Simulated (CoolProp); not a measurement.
Vapour-liquid equilibrium of n-hexane (1) + p-xylene (2) at 139.55 °C; x and y are mole fractions of (1).

Model: multi-fluid Helmholtz-energy mixture model, Thol 2019 and Zhou 2012; pair parameters Bell 2016, in CoolProp.

```tsv
x	bubble pressure (bar)	y at the bubble point	dew pressure at overall composition x (bar)	liquid density (mol/L)
0.05	1.347	[?]	[?]	7.048
0.2	2.189	0.593	[?]	6.941
0.35	2.957	0.741	1.518	6.826
0.5	3.679	0.829	1.875	6.702
0.65	[?]	0.891	2.436	6.567
0.8	5.093	0.941	3.414	6.420
0.95	5.844	0.985	5.241	6.259
```

### Question
Some entries are withheld; supply them.

### Answer

- 0.05, y at the bubble point: 0.251
- 0.05, dew pressure at overall composition x (bar): 1.096
- 0.2, dew pressure at overall composition x (bar): 1.274
- 0.65, bubble pressure (bar): 4.381

No azeotrope shows between x = 0.05 and 0.95.

The pair parameters rest on a limited set of measurements; away from them the model extrapolates.
